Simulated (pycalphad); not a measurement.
Phase fractions of Si-24.2Cu (at.%)

Source of the numbers: pycalphad with the COST 507 light-alloy database (1999); pressure 1 atm. The database dates from 1999; later assessments differ in places, in temperatures and in the compounds included. Phase fractions are per mole of atoms. Diffusion is slow at the low end, where real alloys seldom reach equilibrium.

```json
[
 {"T (K)": "1550", "LIQUID": "1.000", "DIAMOND_A4": "-", "CU19SI6_ETA": "-"},
 {"T (K)": "1470", "LIQUID": "0.727", "DIAMOND_A4": "0.273", "CU19SI6_ETA": "-"},
 {"T (K)": "1390", "LIQUID": "0.550", "DIAMOND_A4": "0.450", "CU19SI6_ETA": "-"},
 {"T (K)": "1310", "LIQUID": "0.454", "DIAMOND_A4": "0.546", "CU19SI6_ETA": "-"},
 {"T (K)": "1230", "LIQUID": "0.401", "DIAMOND_A4": "0.599", "CU19SI6_ETA": "-"},
 {"T (K)": "1150", "LIQUID": "0.369", "DIAMOND_A4": "0.631", "CU19SI6_ETA": "-"},
 {"T (K)": "1070", "LIQUID": "-", "DIAMOND_A4": "0.682", "CU19SI6_ETA": "0.318"},
 {"T (K)": "990", "LIQUID": "-", "DIAMOND_A4": "0.682", "CU19SI6_ETA": "0.318"},
 {"T (K)": "910", "LIQUID": "-", "DIAMOND_A4": "0.682", "CU19SI6_ETA": "0.318"},
 {"T (K)": "830", "LIQUID": "-", "DIAMOND_A4": "0.682", "CU19SI6_ETA": "0.318"},
 {"T (K)": "750", "LIQUID": "-", "DIAMOND_A4": "0.682", "CU19SI6_ETA": "0.318"},
 {"T (K)": "670", "LIQUID": "-", "DIAMOND_A4": "0.682", "CU19SI6_ETA": "0.318"},
 {"T (K)": "590", "LIQUID": "-", "DIAMOND_A4": "0.682", "CU19SI6_ETA": "0.318"},
 {"T (K)": "510", "LIQUID": "-", "DIAMOND_A4": "0.682", "CU19SI6_ETA": "0.318"}
]
```

Database names, with the compositions (at.%) that they take in these runs: CU19SI6_ETA: Cu 76 Si 24. DIAMOND_A4 is diamond (Si).
